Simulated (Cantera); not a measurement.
Charge: 1 mol Si, a varied amount of Cl2, 0.97 mol H2, held at 923.15 K and 7.70 bar.

Equilibrium computed with Cantera from the NASA thermochemical tables; the gas is ideal and each condensed phase is pure. Candidate condensed phases: Si; 19 gas species. Kinetics and transport are ignored.

**Question.** What share of the Si ends up in condensed phases as a function of n(Cl2) (mol), at 0.5, 0.58, 0.67, 0.78, 0.9, 1, 1.2, 1.4, 1.6, 1.9, 2.2, 2.5?

**Answer.** 
```json
[
 {"n(Cl2) (mol)": "0.5", "Si condensed (%)": "71.5", "as": "Si(s)"},
 {"n(Cl2) (mol)": "0.58", "Si condensed (%)": "67.1", "as": "Si(s)"},
 {"n(Cl2) (mol)": "0.67", "Si condensed (%)": "62.2", "as": "Si(s)"},
 {"n(Cl2) (mol)": "0.78", "Si condensed (%)": "56.2", "as": "Si(s)"},
 {"n(Cl2) (mol)": "0.9", "Si condensed (%)": "49.6", "as": "Si(s)"},
 {"n(Cl2) (mol)": "1", "Si condensed (%)": "44.2", "as": "Si(s)"},
 {"n(Cl2) (mol)": "1.2", "Si condensed (%)": "33.5", "as": "Si(s)"},
 {"n(Cl2) (mol)": "1.4", "Si condensed (%)": "22.8", "as": "Si(s)"},
 {"n(Cl2) (mol)": "1.6", "Si condensed (%)": "12.1", "as": "Si(s)"},
 {"n(Cl2) (mol)": "1.9", "Si condensed (%)": "0.0", "as": "-"},
 {"n(Cl2) (mol)": "2.2", "Si condensed (%)": "0.0", "as": "-"},
 {"n(Cl2) (mol)": "2.5", "Si condensed (%)": "0.0", "as": "-"}
]
```
